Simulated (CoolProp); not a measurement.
The fluid at 427.04 K and 0.682 MPa is throttled through a valve to 0.0776 MPa with no heat exchange. The same conditions are run with several fluids, on thermodynamics alone (safety and materials aside).

Values from CoolProp's reference Helmholtz-energy equation of state of each fluid (nitrous oxide: Lemmon 2006; fluoroethane (R161): Wu 2012; ethylene: Smukala 2000; hydrogen sulfide: Lemmon 2006; R141b: Lemmon 2006).

**Question.** Rank nitrous oxide, fluoroethane (R161), ethylene, hydrogen sulfide, R141b by temperature change (K), highest first.

**Answer.** ethylene (-2.5), nitrous oxide (-3.0), fluoroethane (R161) (-4.3), hydrogen sulfide (-4.8), R141b (-8.1)

```json
[
 {"fluid": "nitrous oxide", "final density (kg/m³)": "0.970"},
 {"fluid": "fluoroethane (R161)", "final density (kg/m³)": "1.06"},
 {"fluid": "ethylene", "final density (kg/m³)": "0.618"},
 {"fluid": "hydrogen sulfide", "final density (kg/m³)": "0.755"},
 {"fluid": "R141b", "final density (kg/m³)": "2.63"}
]
```
